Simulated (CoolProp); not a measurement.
Vapour-liquid equilibrium of ethylene (1) + propylene (2) at -76.15 °C; x and y are mole fractions of (1).

The numbers come from the multi-fluid Helmholtz-energy mixture model, Smukala 2000 and Lemmon 2013; pair parameters Bell 2016 in CoolProp.

**Question.** Give the bubble pressure and the first vapour's composition at x = 0.5, 0.65, 0.8. Is there an azeotrope?

**Answer.** x = 0.5: 216.5 kPa, y = 0.942; x = 0.65: 270.9 kPa, y = 0.965; x = 0.8: 325.1 kPa, y = 0.982. No azeotrope shows between x = 0.05 and 0.95.

The pair parameters rest on a limited set of measurements; away from them the model extrapolates.
